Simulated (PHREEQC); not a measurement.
**Brine (model solution)**

Make-up at 18 °C: 0.77 mol/kgw Na2CO3 and 0.016 mol/kgw K2SO4. Closed to the air; pH follows from the charge balance.

All values are PHREEQC results (Pitzer model, pitzer.dat), not measurements.

No solid was allowed to form.

Q: Predict the pH, activity of water.

A: pH 11.80; activity of water 0.971.

In brines, pH and single-ion activities rest on the MacInnes convention.
